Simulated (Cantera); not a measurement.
A closed system holds: 1 mol SiC, 0.039 mol O₂, 7.9 mol N₂, at 27.0 mbar.

Method: chemical equilibrium by Gibbs-energy minimisation in Cantera with the NASA 1993 tables (ideal gas, pure condensed phases). Candidate condensed phases: C, Si, SiC, SiO₂, Si₂N₂O, Si₃N₄; 34 gas species. N₂ is the only nitrogen source here; it is nearly inert below about 1500 K, so the nitride shown seldom forms there in practice. Mutual solubility and eutectic melting of coexisting phases are not modelled. The numbers say what is thermodynamically allowed, not how fast it happens.

Task: Which condensed phases are stable at each of these points (T (K)): 900, 1000, 1100, 1200, 1300, 1400, 1500, 1600, 1700, 1800?

Result: 
```
T (K)                    condensed phases  Si condensed (%)
-----  ----------------------------------  ----------------
900    C(graphite) + Si₂N₂O(s) + Si₃N₄(s)             100.0
1000   C(graphite) + Si₂N₂O(s) + Si₃N₄(s)             100.0
1100   C(graphite) + Si₂N₂O(s) + Si₃N₄(s)             100.0
1200   C(graphite) + Si₂N₂O(s) + Si₃N₄(s)             100.0
1300   C(graphite) + Si₂N₂O(s) + Si₃N₄(s)             100.0
1400   C(graphite) + Si₂N₂O(s) + Si₃N₄(s)             100.0
1500     C(graphite) + SiC(s) + Si₂N₂O(s)             100.0
1600                   SiC(s) + Si₂N₂O(s)              99.9
1700                   SiC(s) + Si₂N₂O(s)              99.0
1800                               SiC(s)              96.1
```

From 900 K to 1400 K the condensed part is C(graphite) + Si₂N₂O(s) + Si₃N₄(s). At 1500 K the condensed part is C(graphite) + SiC(s) + Si₂N₂O(s). From 1600 K to 1700 K the condensed part is SiC(s) + Si₂N₂O(s). At 1800 K the condensed part is SiC(s).
